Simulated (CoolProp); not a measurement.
Vapour-liquid equilibrium of m-xylene (1) + n-nonane (2) at 0.217 MPa; x and y are mole fractions of (1).

Model: multi-fluid Helmholtz-energy mixture model, Zhou 2012 and Lemmon 2006; pair parameters Bell 2016, in CoolProp.

```csv
x,"bubble temperature, mixture model (°C)","bubble temperature, Raoult's law (°C)","y, mixture model","y, Raoult's law"
0.05,180.7,181.4,0.076,0.064
0.125,178.8,180.4,0.179,0.158
0.2,177.1,179.4,?,0.247
0.275,175.7,178.4,0.353,0.332
0.35,?,177.5,?,0.414
0.425,173.4,176.5,0.499,0.493
0.5,172.5,175.6,0.565,0.568
0.575,?,174.7,0.628,0.641
0.65,171.1,173.8,?,0.710
0.725,170.6,173.0,0.752,0.777
0.8,170.2,172.1,?,0.841
0.875,170.0,171.3,0.881,0.902
0.95,169.9,170.5,0.950,0.962
```

Problem. Some entries are withheld; supply them.

Solution. 
- 0.2, y, mixture model: 0.271
- 0.35, bubble temperature, mixture model (°C): 174.4
- 0.35, y, mixture model: 0.429
- 0.575, bubble temperature, mixture model (°C): 171.7
- 0.65, y, mixture model: 0.690
- 0.8, y, mixture model: 0.815

The largest gap from Raoult's law is -3.1 K in bubble temperature, at x = 0.425. No azeotrope shows between x = 0.05 and 0.95.

The pair parameters rest on a limited set of measurements; away from them the model extrapolates.
